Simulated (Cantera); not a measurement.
## NO annealing gas

A perfectly stirred reactor is fed with NO : N2 = 1 : 5.6 (molar parts), at 21000 Pa; it is held at 1725 K, and followed from long to short residence time.

Model: GRI-Mech 3.0 (53 species, 325 reactions), integrated in Cantera.

```tsv
τ (s)	x NO	x N2O	x O	x N2	x O2
9.7	0.140	7.53e-6	1.09e-5	0.854	0.00555
2.9	0.148	8.39e-6	7.53e-6	0.850	0.00172
0.84	0.150	8.59e-6	5.98e-6	0.849	0.000491
0.25	0.151	8.31e-6	5.28e-6	0.849	0.000136
0.073	0.151	7.28e-6	4.54e-6	0.849	3.08e-5
0.021	0.151	5.05e-6	3.02e-6	0.848	3.96e-6
0.0063	0.152	2.51e-6	1.32e-6	0.848	2.32e-7
0.0018	0.152	8.96e-7	5.09e-7	0.848	1.28e-8
```
x: mole fraction; the columns are a selection and need not sum to one.
